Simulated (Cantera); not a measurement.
Cantera with NASA thermochemical tables; ideal gases at 1 bar, condensed phases pure. Values are per mole of reaction as written; species without (g) are pure solids or liquids, kept so even where they would boil at 1 bar.

**Question.** Between 300 and 2148 K, where is each reaction favourable under standard conditions?
- 2 HCl(g) + Sr ⇌ 2 H(g) + SrCl2

**Answer.** 
- 2 HCl(g) + Sr ⇌ 2 H(g) + SrCl2: ΔG° is -183 kJ at 300 K and -132 kJ at 2148 K; it stays negative (K > 1). ΔH° is -117 kJ and ΔS° 7 J/K at 2148 K.
